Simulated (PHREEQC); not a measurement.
Consider water at 44 °C with 0.98 mmol/kgw H3AsO4, 0.32 mmol/kgw H3PO4 and 0.8 mmol/kgw CaCl2. Closed to the air; pH follows from the charge balance.

Equilibrium calculation in PHREEQC: ion-association model, wateq4f.dat.

```csv
quantity,before,after
pH,3.00,4.89
ionic strength (mol/kgw),0.00346,3.71e-5
H2AsO4- (mol/kgw),0.000801,9.71e-6
H2PO4- (mol/kgw),0.000268,3.17e-6
H3AsO4 (mol/kgw),0.000179,2.95e-8
H3PO4 (mol/kgw),4.62e-5,7.43e-9
SI of Portlandite (Ca(OH)2),-18.66,-16.77
SI of Hydroxyapatite (Ca5(PO4)3OH),-22.38,-24.32
```

Q: Which change was made?
A) diluted 100-fold with water
B) CaCl2 replaced by Ca(NO3)2 at the same molality
C) CaCl2 from 0.0008 to 0.00016 mol/kgw
D) H3AsO4 replaced by Na2HAsO4 at the same molality
E) 0.0018 mol/kgw (NH4)2SO4 added

A: A, diluted 100-fold with water

This is a speciation only: nothing precipitates in the calculation. H3PO4, which wateq4f.dat lacks, is added to it with the constant of phreeqc.dat. Constants without temperature data keep their 25 °C values here. The database has no arsenate complexes of Ca.
